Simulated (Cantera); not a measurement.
Cantera run:

```python
import numpy as np
import cantera as ct

gas_names = """
    AL ALCL ALCL2 ALCL3 ALH AL2 AL2CL6 CL CL2 H HCL H2
""".split()
cond_names = """
    AL(cr) AL(L) ALCL3(s) ALCL3(L)
""".split()


def load(file, names, dense=False):
    # The tables refer to 1 bar. Condensed volumes are neglected.
    table = {s.name: s for s in ct.Species.list_from_file(file)}
    out = []
    for n in names:
        d = dict(table[n].input_data)
        d["thermo"] = dict(d["thermo"], **{"reference-pressure": 1e5})
        if dense:
            d["equation-of-state"] = {"model": "constant-volume", "density": "1e6 g/cm^3"}
        out.append(ct.Species.from_dict(d))
    return out


gas = ct.Solution(thermo="ideal-gas", species=load("nasa_gas.yaml", gas_names))
cond = {s.name: ct.Solution(thermo="fixed-stoichiometry", species=[s], name=s.name)
        for s in load("nasa_condensed.yaml", cond_names, dense=True)}
atoms = {
    'Al': {'AL': 1},
    'HCl': {'H': 1, 'CL': 1},
    'H2': {'H': 2},
}
top_T = {}  # K; cautious upper limits of use, not melting points


def equilibrate(T, P, feed):
    n = {}
    for name, mol in feed.items():
        for a, k in atoms[name].items():
            n[a] = n.get(a, 0.0) + k * mol
    gas.TPX = T, P, n
    mass = sum(n.values()) * gas.mean_molecular_weight
    gas.equilibrate("TP")
    valid = [c for c in cond.values() if c.min_temp <= T <= top_T.get(c.name, c.max_temp)]
    mix = ct.Mixture([(gas, mass / gas.mean_molecular_weight)] + [(c, 0.0) for c in valid])
    mix.T, mix.P = T, P
    mix.equilibrate("TP", solver="vcs", rtol=1e-11, max_steps=5000)
    return mix


results = []
feed = {'Al': 1, 'HCl': 5.3, 'H2': 19}  # mol
T = 1848  # K
for P in [10, 63, 400, 2500, 16000, 100000]:
    mix = equilibrate(T, P, feed)
    results.append((T, P, feed, dict(zip(mix.species_names, mix.species_moles))))

top = {s: max(r[3][s] / sum(r[3][g] for g in gas_names) for r in results) for s in gas_names}
cols = sorted((s for s in top if top[s] > 0.0001), key=lambda s: -top[s])[:6]
seen = [c for c in cond_names if any(r[3].get(c, 0) > 1e-12 for r in results)]
print("log10 of partial pressures in bar; condensed amounts in mol")
print(f"{'P/Pa':>10s}" + "".join(f"{s[:9]:>10s}" for s in cols + seen))
for T, P, feed, n in results:
    ng = sum(n[g] for g in gas_names)
    print(f"{P:10.4g}" + "".join(f"{np.log10(max(n[s] / ng * P / 1e5, 1e-99)):10.3f}" for s in cols)
          + "".join(f"{n.get(c, 0):10.4g}" for c in seen))
```

Output:

```
log10 of partial pressures in bar; condensed amounts in mol
      P/Pa        H2       HCL         H      ALCL     ALCL3     ALCL2
        10    -4.127    -4.794    -5.339    -5.415    -8.621    -7.236
        63    -3.313    -3.978    -4.932    -4.618    -7.008    -6.031
       400    -2.503    -3.176    -4.527    -3.843    -5.439    -4.859
      2500    -1.700    -2.401    -4.126    -3.131    -3.979    -3.773
   1.6e+04    -0.884    -1.647    -3.717    -2.526    -2.683    -2.822
     1e+05    -0.077    -0.921    -3.314    -2.094    -1.605    -2.067
```

Method: chemical equilibrium by Gibbs-energy minimisation in Cantera with the NASA 1993 tables (ideal gas, pure condensed phases). The tables' values for AlCl2 are old estimates; treat these amounts as uncertain.
